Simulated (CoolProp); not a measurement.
Saturated liquid density (kg/m³) of R141b: the reference equation beside estimates from Tc = 204.4 °C, pc = 4.212 MPa, ω = 0.220. Rackett uses Z = 0.29056 − 0.08775 ω.

Model: reference Helmholtz-energy equation of state, Lemmon 2006, in CoolProp. It is a short technical equation, of lower accuracy than the large ones.

```json
[
 {"T (°C)": "80.85", "reference": "1118", "Rackett": "1110", "van der Waals": "681.5", "Redlich-Kwong": "979.2"},
 {"T (°C)": "88.15", "reference": "1101", "Rackett": "1093", "van der Waals": "671.1", "Redlich-Kwong": "960.5"},
 {"T (°C)": "95.35", "reference": "1084", "Rackett": "1076", "van der Waals": "660.5", "Redlich-Kwong": "941.4"},
 {"T (°C)": "102.65", "reference": "1066", "Rackett": "1058", "van der Waals": "649.3", "Redlich-Kwong": "921.3"},
 {"T (°C)": "109.85", "reference": "[?]", "Rackett": "1040", "van der Waals": "637.8", "Redlich-Kwong": "900.6"},
 {"T (°C)": "117.05", "reference": "[?]", "Rackett": "1021", "van der Waals": "625.8", "Redlich-Kwong": "879.1"},
 {"T (°C)": "124.35", "reference": "1009", "Rackett": "1001", "van der Waals": "613.2", "Redlich-Kwong": "856.2"},
 {"T (°C)": "131.55", "reference": "988.2", "Rackett": "980.0", "van der Waals": "600.1", "Redlich-Kwong": "[?]"},
 {"T (°C)": "138.85", "reference": "966.2", "Rackett": "958.0", "van der Waals": "586.1", "Redlich-Kwong": "807.4"},
 {"T (°C)": "146.05", "reference": "943.2", "Rackett": "935.1", "van der Waals": "[?]", "Redlich-Kwong": "781.2"},
 {"T (°C)": "153.25", "reference": "918.6", "Rackett": "910.7", "van der Waals": "555.9", "Redlich-Kwong": "[?]"},
 {"T (°C)": "160.55", "reference": "891.8", "Rackett": "884.1", "van der Waals": "538.9", "Redlich-Kwong": "[?]"},
 {"T (°C)": "167.75", "reference": "863.0", "Rackett": "855.4", "van der Waals": "[?]", "Redlich-Kwong": "690.8"}
]
```

Problem. Some entries are withheld; supply them.

Solution. 
- 109.85, reference: 1048
- 117.05, reference: 1029
- 131.55, Redlich-Kwong: 832.6
- 146.05, van der Waals: 571.5
- 153.25, Redlich-Kwong: 753.3
- 160.55, Redlich-Kwong: 723.1
- 167.75, van der Waals: 520.8

Absolute difference from the reference over all 13 rows, mean and median: Rackett 0.8 and 0.8 %, van der Waals 39.3 and 39.2 %, Redlich-Kwong 15.5 and 15.1 %.
